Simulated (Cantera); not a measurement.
Input (Python, Cantera) and output of one run.

```python
import numpy as np
import cantera as ct

gas_names = """
    AL ALCL ALCL2 ALCL3 ALO ALOCL ALO2 AL2 AL2CL6 AL2O AL2O2 CL CLO CL2 O O2 O3 Si SiCL SiCL2 SiCL3
    SiCL4 SiO SiO2 Si2 Si3
""".split()
cond_names = """
    AL(cr) AL(L) ALCL3(s) ALCL3(L) AL2O3(a) AL2O3(L) AL2SiO5(an) AL6Si2O13(s) Si(cr) Si(L) SiO2(Lqz)
    SiO2(hqz) SiO2(L)
""".split()


# ... load() reads the species with a 1 bar reference pressure and builds the phases ...
atoms = {
    'Al2O3': {'AL': 2, 'O': 3},
    'SiCl4': {'Si': 1, 'CL': 4},
    'O2': {'O': 2},
}
top_T = {'AL2SiO5(an)': 2000, 'AL6Si2O13(s)': 2100}  # K; cautious upper limits of use, not melting points


# ... equilibrate(T, P, feed) seeds the gas with the atoms and calls Mixture.equilibrate('TP', solver="vcs", rtol=1e-11, max_steps=5000) ...
results = []
feed = {'Al2O3': 1, 'SiCl4': 0.31, 'O2': 0.16}  # mol
P = 56000  # Pa
for T in [998, 1148, 1298, 1448, 1598, 1748, 1898]:
    mix = equilibrate(T, P, feed)
    results.append((T, P, feed, dict(zip(mix.species_names, mix.species_moles))))

top = {s: max(r[3][s] / sum(r[3][g] for g in gas_names) for r in results) for s in gas_names}
cols = sorted((s for s in top if top[s] > 1e-05), key=lambda s: -top[s])[:5]
seen = [c for c in cond_names if any(r[3].get(c, 0) > 1e-12 for r in results)]
print("log10 of partial pressures in bar; condensed amounts in mol")
print(f"{'T/K':>10s}" + "".join(f"{s[:9]:>10s}" for s in cols + seen))
for T, P, feed, n in results:
    ng = sum(n[g] for g in gas_names)
    print(f"{T:10.4g}" + "".join(f"{np.log10(max(n[s] / ng * P / 1e5, 1e-99)):10.3f}" for s in cols)
          + "".join(f"{n.get(c, 0):10.4g}" for c in seen))
```

Output:

```
log10 of partial pressures in bar; condensed amounts in mol
       T/K       CL2     ALCL3        CL     SiCL4    AL2CL6  AL2O3(a) AL2SiO5(a AL6Si2O13
       998    -0.452    -0.767    -3.650    -1.485    -2.524    0.6395    0.2803         0
      1148    -0.461    -0.699    -2.802    -1.941    -3.167    0.4579         0    0.1497
      1298    -0.469    -0.680    -2.149    -2.416    -3.715    0.4428         0    0.1532
      1448    -0.487    -0.680    -1.634    -2.805    -4.169    0.4382         0    0.1543
      1598    -0.528    -0.692    -1.228    -3.130    -4.554    0.4365         0    0.1546
      1748    -0.611    -0.716    -0.915    -3.413    -4.893    0.4354         0    0.1548
      1898    -0.758    -0.749    -0.689    -3.662    -5.199    0.4339         0    0.1549
```

These are equilibrium values from Cantera (NASA tables, ideal gas, pure condensed phases), not measurements of a reactor. Mutual solubility and eutectic melting of coexisting phases are not modelled. The tables' values for AlCl2 are old estimates; treat these amounts as uncertain. Condensed phases not in the tables: AlOCl, alloys, solid solutions and most ternary compounds.
